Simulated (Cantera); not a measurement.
Input: 1 mol ZrN, 0.015 mol N₂, at 98.0 Pa.

Method: chemical equilibrium by Gibbs-energy minimisation in Cantera with the NASA 1993 tables (ideal gas, pure condensed phases). Candidate condensed phases: Zr, ZrN; 9 gas species. Ions and electrons are included (thermal ionisation). ZrN: taken at fixed stoichiometry. Condensed phases not in the tables: N, O or C dissolved in the metal. Equilibrium is a limit: real reactors are often held back by kinetics, nucleation or transport.

x: gas mole fraction; n: condensed amount in mol.

| T (K) | x N₂ | x Zr | x N | x e- | x N+ | x N₂+ | n ZrN(s) | n Zr(l) |
|---|---|---|---|---|---|---|---|---|
| 2500 | 1.000 | 0.000138 | 9.34e-6 | <1e-12 | <1e-12 | <1e-12 | 1.000 | 0 |
| 3000 | [?] | [?] | [?] | [?] | [?] | [?] | 0 | [?] |
| 3500 | 0.337 | 0.659 | 0.00411 | 4.37e-9 | 1.18e-9 | 3.19e-9 | 0 | 0 |
| 4000 | 0.318 | 0.650 | 0.0320 | 1.88e-7 | 1.24e-7 | 6.45e-8 | 0 | 0 |
| 4500 | [?] | 0.613 | [?] | [?] | [?] | [?] | 0 | 0 |
| 5000 | 0.107 | 0.545 | 0.347 | 4.58e-5 | 4.44e-5 | 1.44e-6 | 0 | 0 |

Task: What belongs in the gaps?

Result: 
- 3000, x N₂: 0.718
- 3000, x Zr: 0.282
- 3000, x N: 0.000377
- 3000, x e-: 6.06e-11
- 3000, x N+: 1.72e-12
- 3000, x N₂+: 5.89e-11
- 3000, n Zr(l): 0.798
- 4500, x N₂: 0.245
- 4500, x N: 0.142
- 4500, x e-: 4.13e-6
- 4500, x N+: 3.65e-6
- 4500, x N₂+: 4.80e-7
